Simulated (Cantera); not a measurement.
# Hydrocarbon pyrolysis for carbon deposition

An isothermal, constant-pressure homogeneous reactor starts with C2H6 : N2 = 1 : 92 (molar parts), at 1700 K and 9.75 Torr.

Model: GRI-Mech 3.0 (53 species, 325 reactions), integrated in Cantera. GRI-Mech 3.0 stops at C3 and has no aromatics, soot or wall deposition, so with more carbon than oxygen in the feed, carbon stays in small species such as C2H2 where larger ones or solid carbon would form. Radical loss at walls, strong at low pressure, is not modelled.

```tsv
t (s)	x C2H6	x CH4	x C2H2	x H	x HCN	x CH2
2.00e-6	0.0107	3.38e-9	<1e-12	1.86e-8	<1e-12	2.33e-12
8.53e-6	0.0107	6.13e-8	<1e-12	8.59e-8	<1e-12	2.21e-10
3.64e-5	0.0105	1.11e-6	5.18e-11	7.58e-7	<1e-12	1.83e-8
0.000155	0.00963	1.94e-5	1.83e-8	2.39e-5	1.44e-10	1.29e-6
0.000663	0.00556	0.000288	6.73e-5	0.000468	1.07e-6	2.68e-5
0.00283	9.01e-5	0.00147	0.00459	0.000999	2.15e-5	3.34e-5
0.0121	1.32e-6	0.00117	0.00921	0.000413	3.91e-5	6.52e-6
0.0515	2.14e-7	0.000809	0.00998	0.000220	4.60e-5	1.65e-6
0.220	4.32e-8	0.000542	0.0102	0.000138	5.04e-5	4.80e-7
0.937	9.62e-9	0.000305	0.0103	0.000115	5.48e-5	1.89e-7
4.00	1.24e-9	9.56e-5	0.0104	0.000135	6.33e-5	8.18e-8
```
x: mole fraction; the columns are a selection and need not sum to one.

Equilibrium at this temperature and pressure: C2H6 <1e-12, CH4 1.67e-7, C2H2 0.00111, H 0.000188, HCN 0.0188, CH2 2.82e-10 (gas phase only).
